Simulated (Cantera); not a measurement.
**Ammonia decomposition in nitride growth gas**

An isothermal, constant-pressure homogeneous reactor starts with NH3 : N2 = 1 : 0.13 (molar parts), at 1725 K and 0.0118 atm.

Cantera simulation using the gas-phase N/H chemistry of the illustrative SiF4/NH3 mechanism in the Surface Chemkin manual (1991); the numbers are that mechanism's predictions, not measurements. Walls and surfaces, which speed up NH3 decomposition in real reactors, are not modelled.

| t (s) | x NH3 | x N2H2 | x H2 | x NH2 | x N |
|---|---|---|---|---|---|
| 7.00e-6 | 0.885 | <1e-12 | 8.37e-9 | 3.25e-8 | <1e-12 |
| 2.11e-5 | 0.885 | <1e-12 | 4.83e-8 | 1.21e-7 | <1e-12 |
| 6.38e-5 | 0.885 | <1e-12 | 1.94e-7 | 4.13e-7 | <1e-12 |
| 0.000192 | 0.885 | 4.08e-12 | 6.37e-7 | 1.30e-6 | <1e-12 |
| 0.000581 | 0.885 | 9.84e-11 | 1.98e-6 | 3.98e-6 | <1e-12 |
| 0.00175 | 0.885 | 1.80e-9 | 6.02e-6 | 1.20e-5 | <1e-12 |
| 0.00529 | 0.885 | 2.36e-8 | 1.85e-5 | 3.63e-5 | 6.38e-12 |
| 0.0160 | 0.885 | 2.59e-7 | 6.39e-5 | 0.000109 | 7.80e-11 |
| 0.0482 | 0.884 | 2.26e-6 | 0.000422 | 0.000305 | 7.27e-10 |
| 0.145 | 0.880 | 5.50e-6 | 0.00375 | 0.000469 | 5.61e-9 |
| 0.439 | 0.865 | 5.44e-6 | 0.0158 | 0.000456 | 2.07e-8 |
| 1.33 | 0.821 | 4.95e-6 | 0.0503 | 0.000421 | 5.98e-8 |
| 4.00 | 0.709 | 3.79e-6 | 0.140 | 0.000364 | 1.18e-7 |
x: mole fraction; the columns are a selection and need not sum to one.

Equilibrium at this temperature and pressure: NH3 1.31e-7, N2H2 <1e-12, H2 0.703, NH2 6.85e-10, N 4.49e-11 (gas phase only).
